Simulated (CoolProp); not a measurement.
Values from CoolProp's reference Helmholtz-energy equation of state, Span 1996.

Problem. Give the vapour pressure (MPa), liquid density (kg/m³), vapour Z, liquid viscosity (µPa s) of saturated carbon dioxide at 240.3, 249.6 K.

Solution. 
```tsv
T (K)	p (MPa)	liquid density (kg/m³)	vapour Z	liquid viscosity (µPa s)
240.3	1.30	1090	0.848	172
249.6	1.76	1050	0.812	148
```

Viscosity comes from a separate model (Laesecke 2017).
